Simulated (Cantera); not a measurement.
A Cantera script and what it prints.

```python
import numpy as np
import cantera as ct

gas_names = [...]  # 114 gases of nasa_gas.yaml made of C, Fe, H, O
cond_names = """
    C(gr) C6H6(L) C7H8(L) C8H18(L),n-octa Fe(a) Fe(c) Fe(d) Fe(L) FeC5O5(L) FeO(s) FeO(L) Fe(OH)2(s)
    Fe(OH)3(s) Fe2O3(s) Fe3O4(s) H2O(s) H2O(L)
""".split()


# ... load() reads the species with a 1 bar reference pressure and builds the phases ...
atoms = {
    'Fe2O3': {'Fe': 2, 'O': 3},
    'CH4': {'C': 1, 'H': 4},
    'CO': {'C': 1, 'O': 1},
}
top_T = {'C(gr)': 4500, 'Fe2O3(s)': 1830, 'Fe3O4(s)': 1870}  # K; cautious upper limits of use, not melting points


# ... equilibrate(T, P, feed) seeds the gas with the atoms and calls Mixture.equilibrate('TP', solver="vcs", rtol=1e-11, max_steps=5000) ...
results = []
feed = {'Fe2O3': 1, 'CH4': 0.4, 'CO': 0.011}  # mol
P = 3600  # Pa
for T in [1973, 2023, 2073, 2123, 2173, 2223, 2273, 2323]:
    mix = equilibrate(T, P, feed)
    results.append((T, P, feed, dict(zip(mix.species_names, mix.species_moles))))
    x = sorted(zip(gas.X, gas.species_names), reverse=True)
    print(f"T = {T:g} K  P = {P:g} Pa  gas = {mix.phase_moles(0):.4g} mol")
    print("   x: " + "  ".join(f"{s} {v:.3e}" for v, s in x if v > 0.001))
    print("   condensed (mol): " + ("  ".join(f"{mix.phase(i).name} {mix.phase_moles(i):.4g}"
          for i in range(1, mix.n_phases) if mix.phase_moles(i) > 1e-12) or "none"))
```

It prints:

```
T = 1973 K  P = 3600 Pa  gas = 1.216 mol
   x: H2O 4.052e-01  H2 2.504e-01  CO 2.483e-01  CO2 8.961e-02  H 3.559e-03  Fe 2.152e-03
   condensed (mol): FeO(L) 1.997
T = 2023 K  P = 3600 Pa  gas = 1.219 mol
   x: H2O 4.067e-01  CO 2.490e-01  H2 2.463e-01  CO2 8.807e-02  H 4.968e-03  Fe 3.730e-03
   condensed (mol): FeO(L) 1.995
T = 2073 K  P = 3600 Pa  gas = 1.224 mol
   x: H2O 4.080e-01  CO 2.489e-01  H2 2.413e-01  CO2 8.685e-02  H 6.809e-03  Fe 6.251e-03  OH 1.309e-03
   condensed (mol): FeO(L) 1.992
T = 2123 K  P = 3600 Pa  gas = 1.231 mol
   x: H2O 4.092e-01  CO 2.479e-01  H2 2.349e-01  CO2 8.600e-02  Fe 1.014e-02  H 9.164e-03  OH 1.974e-03
   condensed (mol): FeO(L) 1.987
T = 2173 K  P = 3600 Pa  gas = 1.241 mol
   x: H2O 4.101e-01  CO 2.455e-01  H2 2.265e-01  CO2 8.560e-02  Fe 1.588e-02  H 1.210e-02  OH 2.934e-03
   condensed (mol): FeO(L) 1.979
T = 2223 K  P = 3600 Pa  gas = 1.256 mol
   x: H2O 4.107e-01  CO 2.414e-01  H2 2.158e-01  CO2 8.576e-02  Fe 2.404e-02  H 1.568e-02  OH 4.311e-03  FeO 1.474e-03
   condensed (mol): FeO(L) 1.967
T = 2273 K  P = 3600 Pa  gas = 1.277 mol
   x: H2O 4.106e-01  CO 2.354e-01  H2 2.024e-01  CO2 8.652e-02  Fe 3.508e-02  H 1.992e-02  OH 6.273e-03  FeO 2.520e-03
   condensed (mol): FeO(L) 1.951
T = 2323 K  P = 3600 Pa  gas = 1.305 mol
   x: H2O 4.093e-01  CO 2.270e-01  H2 1.862e-01  CO2 8.790e-02  Fe 4.937e-02  H 2.477e-02  OH 9.053e-03  FeO 4.203e-03
   condensed (mol): FeO(L) 1.929
```

Method: chemical equilibrium by Gibbs-energy minimisation in Cantera with the NASA 1993 tables (ideal gas, pure condensed phases). The tables' stoichiometric FeO is somewhat more stable than real wüstite, so its field is too wide. FeO: taken at fixed stoichiometry.
